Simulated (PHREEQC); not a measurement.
A column of 0.5 m (30 cells, dispersivity 0.025 m, 3600 s a shift, diffusion coefficient 3e-10 m²/s) holds 0.16 eq of the database's cation exchanger X per kg of pore water, first in equilibrium with 0.84 mmol/kgw BaCl2, 0.67 mmol/kgw KCl, 9.3 mmol/kgw CaCl2 and 0.01 mmol/kgw HCl. It is flushed with 0.0072 mol MnCl2, 0.038 mol ZnCl2 and 1e-05 mol HCl per kg of water, at 40 °C. Values are for the last cell. The system is closed to CO2. No solid was allowed to form.

The numbers come from PHREEQC with the ion-association model, phreeqc.dat.

```json
[
 {"pore volumes": "0", "Zn in solution (mol/kgw)": "0", "Mn in solution (mol/kgw)": "0", "K in solution (mol/kgw)": "0.000670"},
 {"pore volumes": "0.4167", "Zn in solution (mol/kgw)": "0", "Mn in solution (mol/kgw)": "1.01e-14", "K in solution (mol/kgw)": "0.000673"},
 {"pore volumes": "0.6167", "Zn in solution (mol/kgw)": "1.12e-11", "Mn in solution (mol/kgw)": "6.92e-9", "K in solution (mol/kgw)": "0.000754"},
 {"pore volumes": "1.017", "Zn in solution (mol/kgw)": "4.17e-5", "Mn in solution (mol/kgw)": "0.000201", "K in solution (mol/kgw)": "0.00113"},
 {"pore volumes": "1.417", "Zn in solution (mol/kgw)": "0.00184", "Mn in solution (mol/kgw)": "[?]", "K in solution (mol/kgw)": "0.00115"},
 {"pore volumes": "1.617", "Zn in solution (mol/kgw)": "0.00410", "Mn in solution (mol/kgw)": "0.00292", "K in solution (mol/kgw)": "0.00104"},
 {"pore volumes": "2.017", "Zn in solution (mol/kgw)": "0.00998", "Mn in solution (mol/kgw)": "0.00452", "K in solution (mol/kgw)": "0.000751"},
 {"pore volumes": "2.417", "Zn in solution (mol/kgw)": "0.0160", "Mn in solution (mol/kgw)": "0.00552", "K in solution (mol/kgw)": "0.000491"},
 {"pore volumes": "2.617", "Zn in solution (mol/kgw)": "0.0188", "Mn in solution (mol/kgw)": "0.00585", "K in solution (mol/kgw)": "0.000388"},
 {"pore volumes": "3.017", "Zn in solution (mol/kgw)": "0.0236", "Mn in solution (mol/kgw)": "0.00633", "K in solution (mol/kgw)": "0.000233"},
 {"pore volumes": "3.417", "Zn in solution (mol/kgw)": "0.0274", "Mn in solution (mol/kgw)": "[?]", "K in solution (mol/kgw)": "0.000135"},
 {"pore volumes": "3.617", "Zn in solution (mol/kgw)": "[?]", "Mn in solution (mol/kgw)": "0.00673", "K in solution (mol/kgw)": "0.000102"},
 {"pore volumes": "4.017", "Zn in solution (mol/kgw)": "0.0316", "Mn in solution (mol/kgw)": "[?]", "K in solution (mol/kgw)": "5.69e-5"},
 {"pore volumes": "4.417", "Zn in solution (mol/kgw)": "0.0335", "Mn in solution (mol/kgw)": "0.00698", "K in solution (mol/kgw)": "[?]"},
 {"pore volumes": "4.617", "Zn in solution (mol/kgw)": "0.0342", "Mn in solution (mol/kgw)": "[?]", "K in solution (mol/kgw)": "[?]"},
 {"pore volumes": "5.017", "Zn in solution (mol/kgw)": "[?]", "Mn in solution (mol/kgw)": "0.00708", "K in solution (mol/kgw)": "1.23e-5"},
 {"pore volumes": "5.417", "Zn in solution (mol/kgw)": "0.0362", "Mn in solution (mol/kgw)": "0.00712", "K in solution (mol/kgw)": "6.52e-6"},
 {"pore volumes": "5.617", "Zn in solution (mol/kgw)": "0.0366", "Mn in solution (mol/kgw)": "0.00713", "K in solution (mol/kgw)": "4.73e-6"},
 {"pore volumes": "6.017", "Zn in solution (mol/kgw)": "0.0370", "Mn in solution (mol/kgw)": "0.00716", "K in solution (mol/kgw)": "2.48e-6"}
]
```

Problem. What belongs in the gaps?

Solution. 
- 1.417, Mn in solution (mol/kgw): 0.00190
- 3.417, Mn in solution (mol/kgw): 0.00662
- 3.617, Zn in solution (mol/kgw): 0.0290
- 4.017, Mn in solution (mol/kgw): 0.00688
- 4.417, K in solution (mol/kgw): 3.12e-5
- 4.617, Mn in solution (mol/kgw): 0.00702
- 4.617, K in solution (mol/kgw): 2.29e-5
- 5.017, Zn in solution (mol/kgw): 0.0354

Constants without temperature data keep their 25 °C values here.
